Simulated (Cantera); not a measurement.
Charge: 1 mol CuO, 2.2 mol CO, held at 0.0100 bar.

Cantera equilibrium calculation (NASA polynomials, part measured and part estimated; ideal gas, pure solids and liquids). Candidate condensed phases: C, Cu, CuO, Cu₂O; 15 gas species. Kinetics and transport are ignored.

x: gas mole fraction; n: condensed amount in mol.

```json
[
 {"T (K)": "975", "x CO": "0.545", "x CO₂": "0.455", "x Cu": "5.58e-10", "x O₂": "<1e-12", "x O": "<1e-12", "x Cu₂": "<1e-12", "x CuO": "<1e-12", "n Cu(s)": "1.00", "n Cu(l)": "0"},
 {"T (K)": "1175", "x CO": "0.545", "x CO₂": "0.455", "x Cu": "(withheld)", "x O₂": "<1e-12", "x O": "<1e-12", "x Cu₂": "(withheld)", "x CuO": "<1e-12", "n Cu(s)": "1.000", "n Cu(l)": "0"},
 {"T (K)": "1375", "x CO": "0.545", "x CO₂": "0.455", "x Cu": "8.23e-5", "x O₂": "2.78e-11", "x O": "3.35e-11", "x Cu₂": "1.33e-8", "x CuO": "1.10e-11", "n Cu(s)": "0", "n Cu(l)": "1.000"},
 {"T (K)": "1575", "x CO": "0.544", "x CO₂": "0.453", "x Cu": "0.00273", "x O₂": "1.41e-8", "x O": "1.27e-8", "x Cu₂": "1.70e-6", "x CuO": "5.82e-9", "n Cu(s)": "0", "n Cu(l)": "0.994"},
 {"T (K)": "1775", "x CO": "0.523", "x CO₂": "0.436", "x Cu": "0.0404", "x O₂": "1.74e-6", "x O": "1.26e-6", "x Cu₂": "6.94e-5", "x CuO": "7.26e-7", "n Cu(s)": "0", "n Cu(l)": "0.907"},
 {"T (K)": "1975", "x CO": "0.376", "x CO₂": "0.313", "x Cu": "0.311", "x O₂": "7.93e-5", "x O": "4.91e-5", "x Cu₂": "0.00107", "x CuO": "3.03e-5", "n Cu(s)": "0", "n Cu(l)": "0"},
 {"T (K)": "2175", "x CO": "0.379", "x CO₂": "0.307", "x Cu": "0.311", "x O₂": "(withheld)", "x O": "(withheld)", "x Cu₂": "(withheld)", "x CuO": "(withheld)", "n Cu(s)": "0", "n Cu(l)": "0"},
 {"T (K)": "2375", "x CO": "0.405", "x CO₂": "0.267", "x Cu": "0.305", "x O₂": "0.0146", "x O": "0.00915", "x Cu₂": "0.000138", "x CuO": "0.000289", "n Cu(s)": "0", "n Cu(l)": "0"}
]
```

Q: Fill in the missing entries.

A: 
- 1175, x Cu: 6.05e-7
- 1175, x Cu₂: 1.28e-11
- 2175, x O₂: 0.00169
- 2175, x O: 0.000947
- 2175, x Cu₂: 0.000359
- 2175, x CuO: 0.000117
